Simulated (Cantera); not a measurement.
Input (Python, Cantera):

```python
import numpy as np
import cantera as ct

gas = ct.Solution("h2o2.yaml")
gas.TPX = 1450, 2700, {'H2': 0.066, 'O2': 1}
inlet = ct.Reservoir(gas, clone=True)

reactor = ct.IdealGasConstPressureReactor(gas, energy="off", clone=False)
exhaust = ct.Reservoir(gas, clone=True)
tau = [1.6, 0.96, 0.58, 0.35, 0.21, 0.12, 0.075, 0.045, 0.027, 0.016, 0.0096][0]
for a, b in ((inlet, reactor), (reactor, exhaust)):
    ct.MassFlowController(a, b, mdot=lambda t: reactor.mass / tau)
net = ct.ReactorNet([reactor])
show = ['H2', 'O2', 'HO2', 'H2O2', 'H', 'H2O', 'OH']

rows = []
print(f"{'tau/s':>10s}{'T/K':>9s}" + "".join(f"{s:>11s}" for s in show))
for tau in [1.6, 0.96, 0.58, 0.35, 0.21, 0.12, 0.075, 0.045, 0.027, 0.016, 0.0096]:
    net.initial_time = 0.0
    net.advance(30 * tau)
    before = gas.X
    net.advance(40 * tau)
    drift = np.max(np.abs(gas.X - before) / (gas.X + 1e-9))
    rows.append([gas.T, *gas[show].X, drift])
    print(f"{tau:10.3e}{gas.T:9.1f}" + "".join(f"{x:11.3e}" for x in gas[show].X))
```

Result:

```
     tau/s      T/K         H2         O2        HO2       H2O2          H        H2O         OH
 1.600e+00   1450.0  7.982e-05  9.333e-01  8.526e-07  3.234e-08  7.474e-05  6.277e-02  1.816e-03
 9.600e-01   1450.0  1.102e-04  9.324e-01  1.069e-06  3.827e-08  1.232e-04  6.252e-02  2.143e-03
 5.800e-01   1450.0  1.510e-04  9.312e-01  1.318e-06  4.481e-08  2.004e-04  6.221e-02  2.517e-03
 3.500e-01   1450.0  2.057e-04  9.295e-01  1.601e-06  5.200e-08  3.233e-04  6.182e-02  2.946e-03
 2.100e-01   1450.0  2.792e-04  9.274e-01  1.916e-06  5.980e-08  5.176e-04  6.132e-02  3.438e-03
 1.200e-01   1450.0  3.859e-04  9.243e-01  2.283e-06  6.873e-08  8.489e-04  6.063e-02  4.042e-03
 7.500e-02   1450.0  5.005e-04  9.210e-01  2.595e-06  7.627e-08  1.257e-03  5.991e-02  4.592e-03
 4.500e-02   1450.0  6.542e-04  9.167e-01  2.922e-06  8.415e-08  1.867e-03  5.897e-02  5.218e-03
 2.700e-02   1450.0  8.401e-04  9.118e-01  3.219e-06  9.135e-08  2.658e-03  5.788e-02  5.848e-03
 1.600e-02   1450.0  1.066e-03  9.066e-01  3.478e-06  9.781e-08  3.624e-03  5.665e-02  6.465e-03
 9.600e-03   1450.0  1.329e-03  9.016e-01  3.681e-06  1.033e-07  4.635e-03  5.540e-02  7.015e-03
```

Cantera simulation using the H2/O2 subset of GRI-Mech 3.0, which has no nitrogen chemistry; the numbers are that mechanism's predictions, not measurements. Radical loss at walls, strong at low pressure, is not modelled. The temperature is held fixed by assumption; the heat of reaction is taken as removed at once.
